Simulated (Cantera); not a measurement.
Equilibrium for carbothermic reduction: PbO + C + CO + CH4

Feed: 1 mol PbO, 1.4 mol C, 0.5 mol CO, 1.5 mol CH4, held at 0.00270 bar.

Equilibrium computed with Cantera from the NASA thermochemical tables; the gas is ideal and each condensed phase is pure. Candidate condensed phases: C, C6H6, C7H8, C8H18, H2O, Pb, PbO, PbO2, Pb3O4; 113 gas species. Rates play no part.

From 1073 K to 1173 K the condensed part is C(graphite) + Pb(l). From 1273 K to 2173 K the condensed part is C(graphite). The main Pb-bearing gas is Pb throughout.

```csv
T (K),x H2,x CO,x Pb,x H,x C2H2 (acetylene),x H2O,x CH4,n C(graphite),n Pb(l)
1073,0.649,0.324,0.0271,2.17e-7,4.66e-9,7.38e-5,5.22e-5,1.90,0.875
1173,0.563,0.281,0.156,1.70e-6,3.45e-8,1.52e-5,1.66e-5,1.90,0.167
1273,0.545,0.273,0.182,1.01e-5,2.03e-7,4.78e-6,7.55e-6,1.90,0
1373,0.545,0.273,0.182,4.73e-5,9.43e-7,1.88e-6,4.04e-6,1.90,0
1473,0.545,0.273,0.182,0.000180,3.55e-6,8.41e-7,2.36e-6,1.90,0
1573,0.545,0.273,0.182,0.000578,1.13e-5,4.17e-7,1.47e-6,1.90,0
1673,0.544,0.273,0.182,0.00162,3.10e-5,2.25e-7,9.71e-7,1.90,0
1773,0.542,0.272,0.181,0.00403,7.59e-5,1.30e-7,6.69e-7,1.90,0
1873,0.538,0.271,0.181,0.00911,0.000168,7.95e-8,4.77e-7,1.90,0
1973,0.530,0.270,0.180,0.0189,0.000340,5.06e-8,3.47e-7,1.90,0
2073,0.517,0.268,0.179,0.0364,0.000633,3.31e-8,2.54e-7,1.89,0
2173,0.494,0.264,0.176,0.0653,0.00109,2.19e-8,1.84e-7,1.89,0
```
x: gas mole fraction; n: condensed amount in mol.
